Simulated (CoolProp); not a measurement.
Saturation properties of tetrahydrofuran.

Values from CoolProp's reference Helmholtz-energy equation of state, Fiedler 2023.

```json
[
 {"T (°C)": "29.95", "p (kPa)": "26.77", "liquid density (kg/m³)": "876.5", "vapour density (kg/m³)": "0.7738", "liquid cp (kJ/(kg K))": "1.742"},
 {"T (°C)": "38.45", "p (kPa)": "37.89", "liquid density (kg/m³)": "867.0", "vapour density (kg/m³)": "1.069", "liquid cp (kJ/(kg K))": "1.774"},
 {"T (°C)": "46.85", "p (kPa)": "[?]", "liquid density (kg/m³)": "857.6", "vapour density (kg/m³)": "1.441", "liquid cp (kJ/(kg K))": "1.807"},
 {"T (°C)": "55.35", "p (kPa)": "70.99", "liquid density (kg/m³)": "[?]", "vapour density (kg/m³)": "1.915", "liquid cp (kJ/(kg K))": "1.841"},
 {"T (°C)": "63.85", "p (kPa)": "94.69", "liquid density (kg/m³)": "838.2", "vapour density (kg/m³)": "2.504", "liquid cp (kJ/(kg K))": "1.875"},
 {"T (°C)": "72.25", "p (kPa)": "123.8", "liquid density (kg/m³)": "[?]", "vapour density (kg/m³)": "3.215", "liquid cp (kJ/(kg K))": "1.911"},
 {"T (°C)": "80.75", "p (kPa)": "160.1", "liquid density (kg/m³)": "818.3", "vapour density (kg/m³)": "4.084", "liquid cp (kJ/(kg K))": "1.947"},
 {"T (°C)": "89.15", "p (kPa)": "[?]", "liquid density (kg/m³)": "808.2", "vapour density (kg/m³)": "5.112", "liquid cp (kJ/(kg K))": "1.984"},
 {"T (°C)": "97.65", "p (kPa)": "256.1", "liquid density (kg/m³)": "797.8", "vapour density (kg/m³)": "[?]", "liquid cp (kJ/(kg K))": "2.022"},
 {"T (°C)": "106.15", "p (kPa)": "318.7", "liquid density (kg/m³)": "787.2", "vapour density (kg/m³)": "7.798", "liquid cp (kJ/(kg K))": "2.061"},
 {"T (°C)": "114.55", "p (kPa)": "391.3", "liquid density (kg/m³)": "776.6", "vapour density (kg/m³)": "9.474", "liquid cp (kJ/(kg K))": "2.101"},
 {"T (°C)": "123.05", "p (kPa)": "476.9", "liquid density (kg/m³)": "[?]", "vapour density (kg/m³)": "11.45", "liquid cp (kJ/(kg K))": "2.142"},
 {"T (°C)": "131.55", "p (kPa)": "[?]", "liquid density (kg/m³)": "754.2", "vapour density (kg/m³)": "13.72", "liquid cp (kJ/(kg K))": "2.185"}
]
```

Fill in the missing entries.


- 46.85, p (kPa): 52.27
- 55.35, liquid density (kg/m³): 847.9
- 72.25, liquid density (kg/m³): 828.4
- 89.15, p (kPa): 203.5
- 97.65, vapour density (kg/m³): 6.346
- 123.05, liquid density (kg/m³): 765.5
- 131.55, p (kPa): 575.9

It boils at 65.9 °C under 1 atm.
